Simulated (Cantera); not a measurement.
Feed: 1 mol Si, 0.59 mol NF₃, 6.7 mol N₂, equilibrated at 1398.15 K and 33.0 Pa.

These are equilibrium values from Cantera (NASA tables, ideal gas, pure condensed phases), not measurements of a reactor. Candidate condensed phases: Si, Si₃N₄; 16 gas species. The tables' values for SiF₃, SiF₂ are old estimates; treat these amounts as uncertain. Equilibrium is a limit: real reactors are often held back by kinetics, nucleation or transport.

Base state: N₂ 0.932, SiF₄ 0.0476, SiF₃ 0.0165, SiF₂ 0.00397 (mole fractions); condensed: Si₃N₄(s).

Task: What changes in the equilibrium state with this change: temperature from 1398.15 K to 573 K?

Result: 
```tsv
species	before	after
N₂	0.932	0.937
SiF₄	0.0476	0.0626
SiF₃	0.0165	<1e-9
SiF₂	0.00397	<1e-9
Si₃N₄(s), mol	0.171	0.186
```
